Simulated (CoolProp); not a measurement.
n-perfluorohexane along the isobar 5.76 MPa: fugacity coefficient from the reference equation and from simpler models built on Tc = 448.0 K, pc = 1.742 MPa, ω = 0.497; each cubic takes its own stable root.

Values from CoolProp's reference Helmholtz-energy equation of state, Gao 2022.

```json
[
 {"T (K)": "287.8", "phase": "liquid", "reference": "0.005011"},
 {"T (K)": "298", "phase": "liquid", "reference": "0.007865"},
 {"T (K)": "308.1", "phase": "liquid", "reference": "0.01181"},
 {"T (K)": "318.3", "phase": "liquid", "reference": "0.01719"},
 {"T (K)": "328.4", "phase": "liquid", "reference": "0.02413"},
 {"T (K)": "338.6", "phase": "liquid", "reference": "0.03304"},
 {"T (K)": "348.7", "phase": "liquid", "reference": "0.04393"},
 {"T (K)": "358.8", "phase": "liquid", "reference": "0.05708"},
 {"T (K)": "369", "phase": "liquid", "reference": "0.07277"}
]
```

Question: How far does each simpler model (Redlich-Kwong, Soave-Redlich-Kwong, Peng-Robinson) lie from the reference over these 9 states: mean and median of the absolute difference, and the worst?

Answer: 
- Redlich-Kwong: mean 161.1 %, median 141.9 %, worst +311.1 % at 287.8 K and 5.76 MPa
- Soave-Redlich-Kwong: mean 7.4 %, median 7.2 %, worst +8.5 % at 369 K and 5.76 MPa
- Peng-Robinson: mean 1.6 %, median 1.1 %, worst +3.6 % at 287.8 K and 5.76 MPa
